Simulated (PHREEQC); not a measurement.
Phosphoric acid bath (model solution)

Make-up at 58 °C: 2.8 mmol/kgw KH2PO4, 12 mmol/kgw HNO3 and 0.00053 mmol/kgw H4SiO4. Closed to the air; pH follows from the charge balance.

All values are PHREEQC results (ion-association model, phreeqc.dat), not measurements.

Each row changes one thing in this solution. This is a speciation only: nothing precipitates in the calculation.

| case | pH | ionic strength (mol/kgw) | SI of Quartz (SiO2) |
|---|---|---|---|
| as made | 2.04 | 0.0130 | -2.73 |
| diluted 100-fold with water | ___ | 0.000147 | -4.73 |
| H4SiO4 from 5.3e-07 to 2.65e-07 mol/kgw | 2.04 | 0.0130 | -3.03 |
| KH2PO4 left out | ___ | 0.0120 | -2.73 |
| temperature from 58 to 75 °C | 2.04 | 0.0129 | -2.92 |
| H4SiO4 from 5.3e-07 to 5.83e-07 mol/kgw | 2.04 | 0.0130 | ___ |
| temperature from 58 to 10 °C | 2.02 | 0.0134 | -2.06 |
| KH2PO4 from 0.0028 to 0.00252 mol/kgw | 2.03 | 0.0129 | -2.73 |

Q: Complete the blanks.

A: 
- diluted 100-fold with water, pH: 3.93
- KH2PO4 left out, pH: 1.97
- H4SiO4 from 5.3e-07 to 5.83e-07 mol/kgw, SI of Quartz (SiO2): -2.69

Complexes and solids missing from the database can't appear. At this temperature some constants are extrapolated from 25 °C, and those without enthalpy data are left unchanged.
